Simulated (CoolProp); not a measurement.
Saturation properties of toluene.

The numbers come from the reference Helmholtz-energy equation of state, Lemmon 2006 in CoolProp. It is a short technical equation, of lower accuracy than the large ones.

| T (K) | p (MPa) | liquid cp (kJ/(kg K)) | surface tension (mN/m) | liquid conductivity (mW/(m K)) |
|---|---|---|---|---|
| 283.5 | 0.001701 | 1.656 | 29.7 | 134 |
| 299.5 | 0.004072 | 1.706 | 27.7 | 130 |
| 315.4 | 0.008745 | 1.758 | 25.8 | 126 |
| 331.4 | 0.01729 | 1.812 | 23.9 | 121 |
| 347.4 | 0.03174 | 1.869 | 22.0 | 117 |
| 363.3 | 0.05455 | 1.927 | 20.2 | 113 |
| 379.3 | 0.08915 | 1.986 | 18.4 | 108 |
| 395.2 | 0.1388 | 2.047 | 16.6 | 104 |
| 411.2 | 0.2081 | 2.110 | 14.9 | 101 |
| 427.1 | 0.3009 | 2.174 | 13.2 | 96.9 |
| 443.1 | 0.4232 | 2.242 | 11.6 | 93.5 |
| 459.1 | 0.5798 | 2.313 | 10.0 | 90.3 |
| 475 | 0.7751 | 2.390 | 8.49 | 87.4 |

It boils at 383.7 K under 1 atm.

Thermal conductivity comes from a separate model (Assael 2012). Surface tension comes from a separate correlation (Mulero 2012).
